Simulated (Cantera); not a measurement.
# Nitride etching: Si3N4 + H2O + H2

A closed system holds: 1 mol Si3N4, a varied amount of H2O, 1.8 mol H2, equilibrated at 1048.15 K and 0.870 bar.

Method: chemical equilibrium by Gibbs-energy minimisation in Cantera with the NASA 1993 tables (ideal gas, pure condensed phases). Candidate condensed phases: H2O, Si, SiO2, Si2N2O, Si3N4; 35 gas species. Mutual solubility and eutectic melting of coexisting phases are not modelled. The numbers say what is thermodynamically allowed, not how fast it happens.

At 1.3 mol H2O the condensed part is Si2N2O(s) + Si3N4(s). From 2.1 mol H2O to 5.5 mol H2O the condensed part is SiO2(β-quartz) + Si2N2O(s). From 6.3 mol H2O to 11 mol H2O the condensed part is SiO2(β-quartz).

| n(H2O) (mol) | x H2 | x H2O | x N2 | x NH3 | x H | n Si2N2O(s) | n Si3N4(s) | n SiO2(β-quartz) |
|---|---|---|---|---|---|---|---|---|
| 1.3 | 0.877 | 7.94e-11 | 0.123 | 0.000107 | 7.79e-9 | 1.30 | 0.133 | 0 |
| 2.1 | 0.848 | 8.15e-5 | 0.152 | 0.000114 | 7.65e-9 | 1.30 | 0 | 0.400 |
| 3 | 0.827 | 8.29e-5 | 0.172 | 0.000117 | 7.56e-9 | 1.00 | 0 | 1.000 |
| 3.8 | 0.815 | 8.35e-5 | 0.184 | 0.000118 | 7.51e-9 | 0.734 | 0 | 1.53 |
| 4.6 | 0.807 | 8.39e-5 | 0.193 | 0.000119 | 7.47e-9 | 0.467 | 0 | 2.07 |
| 5.5 | 0.799 | 8.42e-5 | 0.201 | 0.000119 | 7.43e-9 | 0.167 | 0 | 2.67 |
| 6.3 | 0.772 | 0.0297 | 0.198 | 0.000113 | 7.31e-9 | 0 | 0 | 3.00 |
| 7.1 | 0.716 | 0.101 | 0.183 | 9.68e-5 | 7.03e-9 | 0 | 0 | 3.00 |
| 8 | 0.661 | 0.170 | 0.169 | 8.26e-5 | 6.76e-9 | 0 | 0 | 3.00 |
| 8.8 | 0.619 | 0.222 | 0.159 | 7.24e-5 | 6.54e-9 | 0 | 0 | 3.00 |
| 9.6 | 0.582 | 0.269 | 0.149 | 6.40e-5 | 6.34e-9 | 0 | 0 | 3.00 |
| 10 | 0.565 | 0.290 | 0.145 | 6.04e-5 | 6.25e-9 | 0 | 0 | 3.00 |
| 11 | 0.527 | 0.338 | 0.135 | 5.25e-5 | 6.03e-9 | 0 | 0 | 3.00 |
x: gas mole fraction; n: condensed amount in mol.
